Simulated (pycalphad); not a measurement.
All values are pycalphad results on the COST 507 light-alloy database (1999) (1 atm), not direct measurements. No gas phase is included, though pure Ti would boil below 3577 °C. The database dates from 1999; later assessments differ in places, in temperatures and in the compounds included. Kinetics are ignored, which matters at the lower temperatures.

Molar enthalpy of Hf-85.37Ti-0.9146B (wt.%) in equilibrium (SER reference):

| T (°C) | H (kJ/mol) | phases |
|---|---|---|
| 3577 | 152.32 | liquid |
| 3427 | 145.49 | liquid |
| 3277 | 138.66 | liquid |
| 3127 | 131.83 | liquid |
| 2977 | 124.99 | liquid |
| 2827 | 118.16 | liquid |
| 2677 | 111.33 | liquid |
| 2527 | 104.49 | liquid |
| 2377 | 97.66 | liquid |
| 2227 | 90.83 | liquid |
| 2077 | 84.00 | liquid |
| 1927 | 77.17 | liquid |
| 1777 | 70.34 | liquid |
| 1702 | 66.93 | liquid |
| 1627 | 63.52 | liquid |
| 1477 | 41.31 | bcc + BM |
| 1402 | 38.74 | bcc + BM |
| 1327 | 36.23 | bcc + BM |
| 1177 | 31.40 | bcc + BM |
| 1027 | 26.78 | bcc + BM |
| 877 | 22.31 | bcc + BM |
| 727 | 13.65 | hcp + BM |
| 577 | 8.88 | hcp + BM |
| 427 | 4.32 | hcp + BM |
| 277 | -0.02 | hcp + BM |

Cooling from 1627 °C to 1477 °C, across the freezing range, releases 22.2 kJ/mol, or 432 J/g. The slope is 45 J/(mol K) in the liquid and 34 J/(mol K) just below the solidus, where it includes any heat of precipitation. Liquidus 1578 °C, solidus 1541 °C. Changes were sought between steps of 75 K, so a narrower field can be missed.

Database names, with the compositions (at.%) that they take in these runs: BM: Ti 50 B 50.
